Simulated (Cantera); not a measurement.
Cantera run, input and output.

```python
import numpy as np
import cantera as ct

gas = ct.Solution("gri30.yaml")
gas.TPX = 2625, 2666, {'CH4': 0.033, 'H2': 1}
inlet = ct.Reservoir(gas, clone=True)

reactor = ct.IdealGasConstPressureReactor(gas, energy="off", clone=False)
exhaust = ct.Reservoir(gas, clone=True)
tau = [2.9, 1.1, 0.42, 0.16, 0.059, 0.022, 0.0085, 0.0032, 0.0012, 0.00046, 0.00017][0]
for a, b in ((inlet, reactor), (reactor, exhaust)):
    ct.MassFlowController(a, b, mdot=lambda t: reactor.mass / tau)
net = ct.ReactorNet([reactor])
show = ['CH4', 'H2', 'C2H6', 'CH2', 'C2H2', 'H', 'C2H4']

rows = []
print(f"{'tau/s':>10s}{'T/K':>9s}" + "".join(f"{s:>11s}" for s in show))
for tau in [2.9, 1.1, 0.42, 0.16, 0.059, 0.022, 0.0085, 0.0032, 0.0012, 0.00046, 0.00017]:
    net.initial_time = 0.0
    net.advance(30 * tau)
    before = gas.X
    net.advance(40 * tau)
    drift = np.max(np.abs(gas.X - before) / (gas.X + 1e-9))
    rows.append([gas.T, *gas[show].X, drift])
    print(f"{tau:10.3e}{gas.T:9.1f}" + "".join(f"{x:11.3e}" for x in gas[show].X))
```

Output:

```
     tau/s      T/K        CH4         H2       C2H6        CH2       C2H2          H       C2H4
 2.900e+00   2625.0  3.024e-06  7.643e-01  4.422e-13  7.353e-06  1.336e-02  2.219e-01  1.364e-07
 1.100e+00   2625.0  4.817e-06  7.740e-01  1.068e-12  1.036e-05  1.344e-02  2.121e-01  1.513e-07
 4.200e-01   2625.0  1.022e-05  7.964e-01  4.376e-12  1.641e-05  1.364e-02  1.895e-01  1.961e-07
 1.600e-01   2625.0  3.338e-05  8.393e-01  3.888e-11  2.848e-05  1.400e-02  1.462e-01  3.532e-07
 5.900e-02   2625.0  1.567e-04  8.901e-01  6.405e-10  4.946e-05  1.433e-02  9.483e-02  9.746e-07
 2.200e-02   2625.0  5.839e-04  9.203e-01  6.669e-09  7.656e-05  1.419e-02  6.400e-02  2.981e-06
 8.500e-03   2625.0  1.599e-03  9.353e-01  3.949e-08  1.093e-04  1.347e-02  4.801e-02  8.844e-06
 3.200e-03   2625.0  3.856e-03  9.438e-01  1.834e-07  1.478e-04  1.183e-02  3.757e-02  2.618e-05
 1.200e-03   2625.0  8.259e-03  9.484e-01  6.627e-07  1.793e-04  8.807e-03  2.966e-02  6.751e-05
 4.600e-04   2625.0  1.511e-02  9.512e-01  1.624e-06  1.758e-04  4.653e-03  2.241e-02  1.242e-04
 1.700e-04   2625.0  2.311e-02  9.558e-01  2.058e-06  1.069e-04  1.077e-03  1.384e-02  1.159e-04
```

Detailed kinetics in Cantera: GRI-Mech 3.0 (53 species, 325 reactions). GRI-Mech 3.0 stops at C3 and has no aromatics, soot or wall deposition, so with more carbon than oxygen in the feed, carbon stays in small species such as C2H2 where larger ones or solid carbon would form. Radical loss at walls, strong at low pressure, is not modelled.
